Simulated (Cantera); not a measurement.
Charge: 1 mol B2H6, 20 mol N2, at 2.63 Torr.

These are equilibrium values from Cantera (NASA tables, ideal gas, pure condensed phases), not measurements of a reactor. Candidate condensed phases: B, BN; 15 gas species. The feed counts by its element totals alone. Equilibrium is a limit: real reactors are often held back by kinetics, nucleation or transport.

Problem. What share of the B ends up in condensed phases as a function of T (°C), at 1727, 1777, 1827, 1877, 1927, 1977, 2027?

Solution. 
```tsv
T (°C)	B condensed (%)	as
1727	100.0	BN(s)
1777	99.9	BN(s)
1827	99.9	BN(s)
1877	99.7	BN(s)
1927	99.1	BN(s)
1977	97.9	B(s)
2027	96.2	B(s)
```
